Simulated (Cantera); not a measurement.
Input: 1 mol BN, 2.1 mol HCl, held at 1500 K and 8.60 Pa.

Equilibrium computed with Cantera from the NASA thermochemical tables; the gas is ideal and each condensed phase is pure. Candidate condensed phases: B, BN, NH₄Cl; 21 gas species. The tables' values for BCl, BCl₂ are old estimates; treat these amounts as uncertain. Gases not in the tables: BHCl₂. The numbers say what is thermodynamically allowed, not how fast it happens.

Base state: HCl 0.841, H₂ 0.0752, BCl₃ 0.0458, N₂ 0.0261, Cl 0.00470, BCl 0.00380, BCl₂ 0.00255, H 0.000520 (mole fractions); condensed: BN(s).

Task: What changes in the equilibrium state with this change: 0.33 mol N₂ added?

Result: 
```
species       before     after
----------  --------  --------
HCl            0.841     0.764
N₂            0.0261     0.151
H₂            0.0752    0.0474
BCl₃          0.0458    0.0284
BCl          0.00380   0.00180
BCl₂         0.00255   0.00139
H           0.000520  0.000413
Cl           0.00470   0.00537
BN(s), mol     0.890     0.923
```

Task: What changes in the equilibrium state with this change: pressure from 8.60 Pa to 13.3 mbar?

Result: 
```csv
species,before,after
HCl,0.841,0.851
H₂,0.0752,0.0744
BCl₃,0.0458,0.0493
Cl,0.00470,0.000383
BCl,0.00380,2.55e-5
N₂,0.0261,0.0248
H,0.000520,4.16e-5
BCl₂,0.00255,0.000217
"BN(s), mol",0.890,0.896
```
The tables' values for BCl₂, BCl are old estimates; treat these amounts as uncertain.
